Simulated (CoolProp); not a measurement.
A single-stage vapour-compression cycle with isobutane: evaporating at 216.15 K (dew point), condensing at 274.15 K (bubble point), superheat 5 K, subcooling 0 K, compressor efficiency 0.85, no pressure losses. Each further row changes one setting.

Model: reference Helmholtz-energy equation of state, Bücker 2006, in CoolProp.

```tsv
case	cooling COP	pressure ratio	discharge temperature (K)	refrigerating effect (kJ/kg)	volumetric capacity (kJ/m³)
as stated	?	14.6	299.8	284	101
evaporating temperature 221.15 K	?	10.8	296.6	290	136
condensing temperature 269.15 K	2.84	12.2	?	295	105
subcooling 5 K	2.63	14.6	299.8	295	105
superheat 15 K	?	14.6	310.4	297	101
compressor efficiency 0.75	2.23	14.6	308.4	284	101
```

**Question.** Complete the blanks.

**Answer.** 
- as stated, cooling COP: 2.53
- evaporating temperature 221.15 K, cooling COP: 2.89
- condensing temperature 269.15 K, discharge temperature (K): 294.3
- superheat 15 K, cooling COP: 2.54
